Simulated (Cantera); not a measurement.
Cantera run:

```python
import numpy as np
import cantera as ct

gas_names = [...]  # 87 gases of nasa_gas.yaml made of C, H, Si
cond_names = """
    C(gr) C6H6(L) C7H8(L) C8H18(L),n-octa Si(cr) Si(L) SiC(b)
""".split()


# ... load() reads the species with a 1 bar reference pressure and builds the phases ...
atoms = {
    'SiH4': {'Si': 1, 'H': 4},
    'C2H4': {'C': 2, 'H': 4},
    'H2': {'H': 2},
}
top_T = {'C(gr)': 4500, 'SiC(b)': 3050}  # K; cautious upper limits of use, not melting points


# ... equilibrate(T, P, feed) seeds the gas with the atoms and calls Mixture.equilibrate('TP', solver="vcs", rtol=1e-11, max_steps=5000) ...
results = []
feed = {'SiH4': 1, 'C2H4': 0.69, 'H2': 11}  # mol
T = 2298  # K
for P in [100, 400, 1600, 6300, 25000, 100000]:
    mix = equilibrate(T, P, feed)
    results.append((T, P, feed, dict(zip(mix.species_names, mix.species_moles))))

top = {s: max(r[3][s] / sum(r[3][g] for g in gas_names) for r in results) for s in gas_names}
cols = sorted((s for s in top if top[s] > 1e-06), key=lambda s: -top[s])[:8]
seen = [c for c in cond_names if any(r[3].get(c, 0) > 1e-12 for r in results)]
print("log10 of partial pressures in bar; condensed amounts in mol")
print(f"{'P/Pa':>10s}" + "".join(f"{s[:9]:>10s}" for s in cols + seen))
for T, P, feed, n in results:
    ng = sum(n[g] for g in gas_names)
    print(f"{P:10.4g}" + "".join(f"{np.log10(max(n[s] / ng * P / 1e5, 1e-99)):10.3f}" for s in cols)
          + "".join(f"{n.get(c, 0):10.4g}" for c in seen))
```

Result:

```
log10 of partial pressures in bar; condensed amounts in mol
      P/Pa        H2         H        Si      SiC2 C2H2,acet      Si2C       SiH       CH4     C(gr)    SiC(b)
       100    -3.161    -3.599    -4.326    -5.189    -5.530    -5.862    -6.340    -9.990     1.022         0
       400    -2.485    -3.261    -3.884    -4.747    -4.853    -4.976    -5.559    -8.637     0.778    0.3002
      1600    -1.835    -2.936    -3.884    -4.747    -4.204    -4.976    -5.235    -7.338    0.3845    0.8329
      6300    -1.220    -2.629    -3.884    -4.747    -3.589    -4.976    -4.927    -6.108    0.2914    0.9565
   2.5e+04    -0.613    -2.325    -3.884    -4.747    -2.981    -4.976    -4.623    -4.893    0.2665    0.9878
     1e+05    -0.006    -2.022    -3.884    -4.747    -2.375    -4.976    -4.320    -3.680    0.2572    0.9959
```

These are equilibrium values from Cantera (NASA tables, ideal gas, pure condensed phases), not measurements of a reactor. Gases not in the tables: Si2H6 and higher silanes.
